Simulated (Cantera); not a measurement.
Diamond growth

A diamond (100) surface in a fixed gas of H2 with x(CH4) = 0.007, x(CH3) = 0.0019, at 1023 K, 8.25 Torr; coverages are run to steady state.

Cantera simulation using the Harris–Goodwin 1993 mechanism for the reconstructed diamond (100) surface; the numbers are that mechanism's predictions, not measurements.

```csv
x(H),growth (µm/h),θ c6HH,θ c6H*,θ c6*H,θ c6**,θ c6HM
0.0001,0.336,0.410,0.0119,0.229,0.00102,0.243
0.0002,0.685,0.392,0.0123,0.237,0.00183,0.250
0.00039,1.31,0.387,0.0127,0.245,0.00294,0.248
0.00076,2.37,0.395,0.0134,0.257,0.00433,0.233
0.0015,3.99,0.419,0.0144,0.277,0.00591,0.201
0.003,6.07,0.455,0.0158,0.304,0.00753,0.154
0.0058,8.07,0.492,0.0173,0.332,0.00890,0.106
0.011,9.66,0.523,0.0184,0.354,0.00992,0.0673
0.023,10.9,0.547,0.0194,0.372,0.0107,0.0364
```
θ: site fractions in the mechanism's names (c6HH fully hydrogenated, c6H* and c6*H radical sites, c6** diradical, c6HM methylated).
